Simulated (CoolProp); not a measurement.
The numbers come from the reference Helmholtz-energy equation of state, Zhou 2012 in CoolProp.

### Question
Give the vapour pressure (MPa), vapour Z, surface tension (mN/m), liquid conductivity (mW/(m K)) of saturated p-xylene at 391.6 K.

### Answer
| T (K) | p (MPa) | vapour Z | surface tension (mN/m) | liquid conductivity (mW/(m K)) |
|---|---|---|---|---|
| 391.6 | 0.0577 | 0.968 | 18.3 | 104 |

Thermal conductivity comes from a separate model (Mylona 2014). Surface tension comes from a separate correlation (Mulero 2014).
